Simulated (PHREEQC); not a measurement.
Consider water at 15 °C with 0.0024 mol CdSO4, 0.0011 mol Na2SO4 and 0.00086 mol H2SO4 per kg of water. Closed to the air; pH follows from the charge balance.

Equilibrium calculation in PHREEQC: ion-association model, phreeqc.dat.

No solid was allowed to form.

Q: What pH, ionic strength, specific conductance does the model give?

A: pH 2.88; ionic strength 0.0122 mol/kgw; specific conductance 948 µS/cm.

Q: In which forms is S present?

A: SO4-2 77 %, CdSO4 15 %, HSO4- 5.9 %, Cd(SO4)2-2 1.2 %, NaSO4- 0.5 % of the S.
